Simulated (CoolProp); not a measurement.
Model: reference Helmholtz-energy equation of state, Gao 2022, in CoolProp.

**Question.** Give the vapour pressure (kPa), liquid density (kg/m³), vapour density (kg/m³), enthalpy of vaporisation (kJ/kg) of saturated n-perfluorohexane at 71.05 °C.

**Answer.** 
```tsv
T (°C)	p (kPa)	liquid density (kg/m³)	vapour density (kg/m³)	enthalpy of vaporisation (kJ/kg)
71.05	159	1530	20.5	80.4
```
